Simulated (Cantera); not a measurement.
A perfectly stirred reactor is fed with H2 : O2 : N2 : H2O = 0.67 : 0.521 : 1.96 : 0.082 (molar parts), at 5.00 bar; it is adiabatic with a 673 K inlet, and is followed from long to short residence time, starting on the burning branch (τ in s: 0.063, 0.028, 0.012, 0.0054, 0.0024, 0.001, 0.00046, 0.0002, 8.8e-05, 3.9e-05, 1.7e-05, 7.5e-06).

Computed with Cantera and the H2/O2 subset of GRI-Mech 3.0, which has no nitrogen chemistry. The hydrogen kinetics of GRI-Mech 3.0 are dated; newer H2 mechanisms differ, most at raised pressure.

One state of this run: T (K) = 1948; x H2 = 0.0143; x O2 = 0.0657; x H2O = 0.231; x H = 0.00690; x O = 0.00596; x H2O2 = 2.38e-6; x OH = 0.0126. x: mole fraction; the columns are a selection and need not sum to one.

Task: Which value of τ (s) does it belong to?
A) 1.7e-5
B) 8.8e-5
C) 0.0010
D) 7.5e-6

Result: A, 1.7e-5
